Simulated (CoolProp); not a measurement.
Vapour-liquid equilibrium of toluene (1) + n-octane (2) at 32.15 °C; x and y are mole fractions of (1).

The numbers come from the multi-fluid Helmholtz-energy mixture model, Lemmon 2006 and Beckmüller 2019; pair parameters Bell 2016 in CoolProp.

```csv
x,bubble pressure (bar),y at the bubble point,dew pressure at overall composition x (bar),liquid density (mol/L)
0.05,0.03027,0.129,0.02865,6.174
0.125,0.03378,0.278,?,6.346
0.2,0.03690,0.391,0.03185,6.528
0.275,0.03967,0.479,?,6.719
0.35,0.04211,0.552,0.03572,6.921
0.425,0.04426,?,0.03794,?
0.5,0.04617,0.668,0.04035,7.360
0.575,0.04787,0.717,0.04291,7.600
0.65,0.04939,0.764,0.04556,7.854
0.725,0.05075,?,0.04814,8.125
0.8,?,0.856,0.05048,8.414
0.875,0.05302,0.906,0.05239,?
0.95,0.05392,0.960,0.05378,9.052
```

Problem. What belongs in the gaps?

Solution. 
- 0.125, dew pressure at overall composition x (bar): 0.03017
- 0.275, dew pressure at overall composition x (bar): 0.03370
- 0.425, y at the bubble point: 0.613
- 0.425, liquid density (mol/L): 7.134
- 0.725, y at the bubble point: 0.809
- 0.8, bubble pressure (bar): 0.05196
- 0.875, liquid density (mol/L): 8.722

No azeotrope shows between x = 0.05 and 0.95.

Pair parameters are fitted to limited data, so mixtures are less certain than the pure fluids.
